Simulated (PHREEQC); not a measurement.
Dissolve 0.0079 mol CaSO4 and 0.0006 mol CO2 per kg of water at 25 °C. Closed to the air; pH follows from the charge balance.

The numbers come from PHREEQC with the ion-association model, phreeqc.dat.

**Question.** The ionic strength comes out as 0.0237 mol/kgw. What activity coefficients do H+, Ca+2, HCO3-, HSO4-, SO4-2 get?

**Answer.** H+ 0.88, Ca+2 0.57, HCO3- 0.87, HSO4- 0.86, SO4-2 0.56.

This is a speciation only: nothing precipitates in the calculation. Complexes and solids missing from the database can't appear.
